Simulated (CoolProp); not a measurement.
Vapour-liquid equilibrium of cyclopropane (1) + R134a (2) at 31.65 °C; x and y are mole fractions of (1).

Model: multi-fluid Helmholtz-energy mixture model, Polt 1992 and Tillner-Roth 1994; pair parameters Bell 2016, in CoolProp. This equation is an older, rougher fit; its heat capacities, sound speeds and derivatives of the liquid may be far off and weren't checked against measurements.

```json
[
 {"x": "0.05", "bubble pressure (kPa)": "875.1", "y at the bubble point": "0.108", "dew pressure at overall composition x (kPa)": "838.0", "liquid density (mol/L)": "11.62"},
 {"x": "0.15", "bubble pressure (kPa)": "980.0", "y at the bubble point": "0.260", "dew pressure at overall composition x (kPa)": "903.5", "liquid density (mol/L)": "___"},
 {"x": "0.25", "bubble pressure (kPa)": "1050", "y at the bubble point": "0.362", "dew pressure at overall composition x (kPa)": "973.1", "liquid density (mol/L)": "11.85"},
 {"x": "0.35", "bubble pressure (kPa)": "1093", "y at the bubble point": "0.437", "dew pressure at overall composition x (kPa)": "1042", "liquid density (mol/L)": "12.02"},
 {"x": "0.45", "bubble pressure (kPa)": "1116", "y at the bubble point": "0.497", "dew pressure at overall composition x (kPa)": "1099", "liquid density (mol/L)": "12.24"},
 {"x": "0.55", "bubble pressure (kPa)": "1123", "y at the bubble point": "0.549", "dew pressure at overall composition x (kPa)": "1123", "liquid density (mol/L)": "12.51"},
 {"x": "0.65", "bubble pressure (kPa)": "1116", "y at the bubble point": "0.602", "dew pressure at overall composition x (kPa)": "___", "liquid density (mol/L)": "12.84"},
 {"x": "0.75", "bubble pressure (kPa)": "1091", "y at the bubble point": "___", "dew pressure at overall composition x (kPa)": "1038", "liquid density (mol/L)": "13.23"},
 {"x": "0.85", "bubble pressure (kPa)": "1038", "y at the bubble point": "0.749", "dew pressure at overall composition x (kPa)": "967.1", "liquid density (mol/L)": "13.68"},
 {"x": "0.95", "bubble pressure (kPa)": "939.8", "y at the bubble point": "0.888", "dew pressure at overall composition x (kPa)": "896.8", "liquid density (mol/L)": "14.19"}
]
```

### Question
What belongs in the gaps?

### Answer

- 0.15, liquid density (mol/L): 11.72
- 0.65, dew pressure at overall composition x (kPa): 1098
- 0.75, y at the bubble point: 0.664

y crosses x between x = 0.45 and 0.55: the model has an azeotrope there.

The pair parameters rest on a limited set of measurements; away from them the model extrapolates.
